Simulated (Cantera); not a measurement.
An isothermal, constant-pressure homogeneous reactor starts with NH₃ : H₂ = 1 : 0.28 (molar parts), at 2100 K and 10.00 Torr. Integrator tolerance rtol = 1e-08.

Detailed kinetics in Cantera: the gas-phase N/H chemistry of the illustrative SiF4/NH3 mechanism in the Surface Chemkin manual (1991). Walls and surfaces, which speed up NH3 decomposition in real reactors, are not modelled.

Q: What does this change do: temperature 2100 to 1850 K?

A: 
| quantity | before | after |
|---|---|---|
| x(NH₃) at 90.0 s | 7.72e-8 (gas-phase equilibrium 7.03e-8) | 6.90e-5 (gas-phase equilibrium 1.12e-7) |
| x(H₂) at 90.0 s | 0.760 (gas-phase equilibrium 0.760) | 0.777 (gas-phase equilibrium 0.777) |
| x(H) at 90.0 s | 0.0237 (gas-phase equilibrium 0.0237) | 0.00389 (gas-phase equilibrium 0.00414) |
| x(NH) at 90.0 s | 6.48e-9 (gas-phase equilibrium 5.91e-9) | 2.06e-7 (gas-phase equilibrium 3.79e-10) |
| x(N) at 90.0 s | 1.57e-8 (gas-phase equilibrium 1.43e-8) | 1.79e-7 (gas-phase equilibrium 3.51e-10) |
| x(N₂H₂) at 90.0 s | <1e-12 (gas-phase equilibrium <1e-12) | 3.59e-11 (gas-phase equilibrium <1e-12) |
